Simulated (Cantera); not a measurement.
A perfectly stirred reactor is fed with CH4 : H2O = 1 : 4 (molar parts), at 5.70 bar; it is held at 1375 K, and followed from long to short residence time.

Detailed kinetics in Cantera: GRI-Mech 3.0 (53 species, 325 reactions).

Problem. What does this change do: pressure from 5.70 bar to 0.510 bar?

Solution. 
```json
[
 {"quantity": "x(CH4) at τ = 0.300 s", "before": "0.182", "after": "0.194"},
 {"quantity": "x(H2O) at τ = 0.300 s", "before": "0.789", "after": "0.797"},
 {"quantity": "x(HO2) at τ = 0.300 s", "before": "<1e-12", "after": "<1e-12"},
 {"quantity": "x(CH2CO) at τ = 0.300 s", "before": "5.31e-6", "after": "1.66e-6"},
 {"quantity": "x(CH3) at τ = 0.300 s", "before": "1.33e-5", "after": "4.24e-5"},
 {"quantity": "x(CH4) at τ = 7.10 ms", "before": "0.200", "after": "0.200"},
 {"quantity": "x(H2O) at τ = 7.10 ms", "before": "0.800", "after": "0.800"},
 {"quantity": "x(HO2) at τ = 7.10 ms", "before": "<1e-12", "after": "<1e-12"},
 {"quantity": "x(CH2CO) at τ = 7.10 ms", "before": "1.40e-9", "after": "1.33e-11"},
 {"quantity": "x(CH3) at τ = 7.10 ms", "before": "1.17e-5", "after": "2.17e-5"}
]
```
